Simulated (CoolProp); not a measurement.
Properties of the fluoroketone C6F12O (FK-5-1-12) at several states.

Values from CoolProp's reference Helmholtz-energy equation of state, McLinden 2015.

```csv
T (K),p (kPa),phase,density (kg/m³),cv (kJ/(kg K)),isothermal compressibility (1/MPa),fugacity coefficient
272.2,130,liquid,1678,0.8758,0.002151,0.09084
451.7,206,gas,17.99,0.9904,5.040,0.9648
295.9,1190,liquid,1614,0.8849,0.002842,0.03280
197.3,201,liquid,1882,0.8956,0.0009499,0.0001474
475.6,2880,supercritical,516.9,1.080,0.8108,0.6247
239.6,240,liquid,1769,0.8743,0.001463,0.006572
```
